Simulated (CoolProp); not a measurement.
Model: reference Helmholtz-energy equation of state, Lemmon 2016, in CoolProp.

Question: For R227EA, give the phase and the density (kg/m³), Joule-Thomson coefficient (K/MPa), viscosity (µPa s), conductivity (mW/(m K)) at 374.8 K and 0.373 MPa.

Answer: 
- 374.8 K and 0.373 MPa: gas; density 21.3, Joule-Thomson coefficient 8.81, viscosity 14.7, conductivity 19.4

Viscosity comes from a separate model (Huber 2003), an estimate that may be off by 10 % or more. Thermal conductivity comes from a separate model (Huber 2003), an estimate that may be off by 10 % or more.
